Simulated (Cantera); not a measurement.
Charge: 1 mol B, 12 mol H₂O, 3 mol N₂, equilibrated at 1398.15 K and 0.0400 bar.

Cantera equilibrium calculation (NASA polynomials, part measured and part estimated; ideal gas, pure solids and liquids). Candidate condensed phases: B, BN, B₂O₃, B₃O₃H₃, H₂O; 39 gas species. Gases not in the tables: H₃BO₃. Rates play no part.

Problem. What is the equilibrium state?

Solution. 
```json
{
 "x(H₂O)": "0.667",
 "x(N₂)": "0.196",
 "x(H₂)": "0.0981",
 "x(HBO₂)": "0.0375",
 "x((HBO₂)₃)": "0.000665",
 "x(B₂O₃)": "5.75e-5",
 "x(H)": "7.43e-6",
 "x(HBO)": "1.53e-6",
 "n(B₂O₃(l))": "0.198 mol",
 "gas_amount": "15.28 mol",
 "log10 activity of B(s) (absent)": "-9.15",
 "log10 activity of B₃O₃H₃(s) (absent)": "-18.86"
}
```
